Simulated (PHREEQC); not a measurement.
Dissolve 12 mmol/kgw HF and 9.6 mmol/kgw (NH4)2SiF6 at 20 °C. Closed to the air; pH follows from the charge balance.

Equilibrium calculation in PHREEQC: ion-association model, wateq4f.dat.

```yaml
pH: 2.59
ionic_strength: 0.0318 mol/kgw
total_alkalinity: -50.4 meq/kg
```

```
species  molality  activity   log γ
-------  --------  --------  ------
NH4+       0.0192    0.0163  -0.072
SiF6-2    0.00960   0.00505  -0.279
HF        0.00850   0.00856   0.003
H+        0.00296   0.00258  -0.059
F-        0.00287   0.00242  -0.075
H2F2     0.000227  0.000228   0.003
HF2-      9.04e-5   7.61e-5  -0.075
H4SiO4    2.34e-7   2.36e-7   0.003
NH3       2.51e-9   2.51e-9   0.000
```

No solid was allowed to form. SiF6-2 is the database's only silicon fluoride.
